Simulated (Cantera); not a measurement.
An isothermal, constant-pressure homogeneous reactor starts with CH4 : H2 = 1 : 1.9 (molar parts), at 1800 K and 128 Torr.

Computed with Cantera and GRI-Mech 3.0 (53 species, 325 reactions). GRI-Mech 3.0 stops at C3 and has no aromatics, soot or wall deposition, so with more carbon than oxygen in the feed, carbon stays in small species such as C2H2 where larger ones or solid carbon would form.

x: mole fraction; the columns are a selection and need not sum to one.

```csv
t (s),x CH4,x H2,x C2H2,x C2H,x CH3,x C2H6,x H
1.00e-6,0.345,0.655,<1e-12,<1e-12,8.25e-6,9.87e-12,2.54e-6
4.29e-6,0.345,0.655,<1e-12,<1e-12,4.05e-5,(withheld),5.73e-6
1.84e-5,0.345,0.655,1.84e-10,<1e-12,0.000179,(withheld),1.88e-5
7.88e-5,0.344,0.655,1.13e-7,<1e-12,0.000760,(withheld),7.42e-5
0.000338,0.339,0.657,7.41e-5,2.72e-10,0.00280,(withheld),0.000276
0.00145,0.299,0.680,0.00928,5.72e-8,0.00414,(withheld),0.000479
0.00621,0.189,0.751,0.0539,3.46e-7,0.00275,(withheld),0.000551
0.0266,0.0701,0.826,0.101,7.22e-7,0.00115,(withheld),0.000676
0.114,0.0170,0.860,0.121,9.61e-7,0.000310,(withheld),0.000779
0.490,0.00438,0.868,0.126,1.03e-6,8.25e-5,(withheld),0.000812
2.10,0.00284,0.869,0.127,1.04e-6,5.36e-5,8.34e-8,0.000815
9.00,0.00283,0.869,0.127,1.04e-6,5.35e-5,8.31e-8,0.000815
```

Task: Complete the blanks.

Result: 
- 4.29e-6, x C2H6: 1.16e-9
- 1.84e-5, x C2H6: 1.03e-7
- 7.88e-5, x C2H6: 6.61e-6
- 0.000338, x C2H6: 0.000170
- 0.00145, x C2H6: 0.000374
- 0.00621, x C2H6: 0.000159
- 0.0266, x C2H6: 2.58e-5
- 0.114, x C2H6: 1.78e-6
- 0.490, x C2H6: 1.53e-7
